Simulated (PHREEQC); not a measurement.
Dissolve 0.0033 mol/kgw ZnSO4, 0.0001 mol/kgw MgSO4, 0.0015 mol/kgw NaF and 0.003 mol/kgw Na2SO4 at 45 °C. Closed to the air; pH follows from the charge balance.

The numbers come from PHREEQC with the ion-association model, wateq4f.dat.

Precipitation was switched off in this run.

### Question
What pH, ionic strength does the model give?

### Answer
pH 5.91; ionic strength 0.0193 mol/kgw.

### Question
In which forms is Mg present?

### Answer
Mg+2 58 %, MgSO4 38 %, MgF+ 4.5 % of the Mg.

Away from 25 °C the constants follow the database's enthalpies or fits; those with neither stay at their 25 °C values.
